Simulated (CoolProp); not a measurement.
Model: reference Helmholtz-energy equation of state, Akasaka 2019, in CoolProp.

Q: For R1234ze(Z), give the phase and the cp (kJ/(kg K)), cv (kJ/(kg K)), Joule-Thomson coefficient (K/MPa) at 159.25 °C and 0.0283 MPa.

A: 
- 159.25 °C and 0.0283 MPa: gas; cp 1.06, cv 0.983, Joule-Thomson coefficient 10.7
